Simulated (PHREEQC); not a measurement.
Consider water at 63 °C with 0.17 mol CuCl2 and 0.0002 mol HBF4 per kg of water. Closed to the air; pH follows from the charge balance.

The numbers come from PHREEQC with the ion-association model, wateq4f.dat.

```tsv
quantity	before	after
pH	3.38	3.31
ionic strength (mol/kgw)	0.338	0.457
Cl- (mol/kgw)	0.251	0.313
Cu+2 (mol/kgw)	0.0865	0.144
CuCl+ (mol/kgw)	0.0773	0.0242
CuCl2 (mol/kgw)	0.00599	0.00149
SI of Atacamite (Cu2(OH)3Cl)	+0.23	-1.21
SI of Tenorite (CuO)	-1.26	-2.63
```

Q: Which change was made?
A) temperature from 63 to 90 °C
B) temperature from 63 to 40 °C
C) diluted 10-fold with water
D) temperature from 63 to 20 °C
E) CuCl2 from 0.17 to 0.187 mol/kgw

A: D, temperature from 63 to 20 °C

No solid was allowed to form. Some of these states are supersaturated (in Atacamite, for instance). Away from 25 °C the constants follow the database's enthalpies or fits; those with neither stay at their 25 °C values. Real BF4- forms and hydrolyses slowly; the run takes it at equilibrium.
